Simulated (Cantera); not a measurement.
# Fluorocarbon and chlorocarbon gases: CH2F2 + F2 + H2

Charge: 1 mol CH2F2, 0.13 mol F2, 0.96 mol H2, equilibrated at 1.00 Torr.

Cantera equilibrium calculation (NASA polynomials, part measured and part estimated; ideal gas, pure solids and liquids). Candidate condensed phases: C, C6H6, C7H8, C8H18; 95 gas species. Kinetics and transport are ignored.

From 848 K to 2848 K the condensed part is C(graphite). From 3048 K to 3248 K nothing is condensed. The main C-bearing gas is CH4 at 848 K and C at 3248 K.

| T (K) | log p HF | log p H | log p H2 | log p F | log p C | log p C3 | log p C2 | n C(graphite) |
|---|---|---|---|---|---|---|---|---|
| 848 | -3.01 | -12.44 | -3.45 | <-14 | <-14 | <-14 | <-14 | 1.000 |
| 1048 | -3.01 | -9.84 | -3.45 | <-14 | <-14 | <-14 | <-14 | 1.000 |
| 1248 | -3.01 | -8.05 | -3.45 | -13.13 | <-14 | <-14 | <-14 | 1.000 |
| 1448 | -3.01 | -6.76 | -3.45 | -11.05 | <-14 | <-14 | <-14 | 1.000 |
| 1648 | -3.01 | -5.77 | -3.45 | -9.48 | -14.52 | <-14 | <-14 | 1.000 |
| 1848 | -3.01 | -5.00 | -3.45 | -8.24 | -12.06 | -12.32 | -13.40 | 1.000 |
| 2048 | -3.02 | -4.39 | -3.48 | -7.23 | -10.08 | -10.06 | -11.13 | 0.998 |
| 2248 | -3.03 | -3.91 | -3.55 | -6.39 | -8.45 | -8.20 | -9.26 | 0.995 |
| 2448 | -3.06 | -3.57 | -3.73 | -5.63 | -7.10 | -6.66 | -7.70 | 0.989 |
| 2648 | -3.10 | -3.37 | -4.07 | -4.92 | -5.94 | -5.36 | -6.38 | 0.942 |
| 2848 | -3.19 | -3.29 | -4.54 | -4.26 | -4.96 | -4.25 | -5.25 | 0.339 |
| 3048 | -3.36 | -3.22 | -4.97 | -3.79 | -4.41 | -4.20 | -4.89 | 0 |
| 3248 | -3.68 | -3.17 | -5.35 | -3.53 | -4.04 | -4.52 | -4.80 | 0 |
log p: log10 of the partial pressure in bar; n: condensed amount in mol.
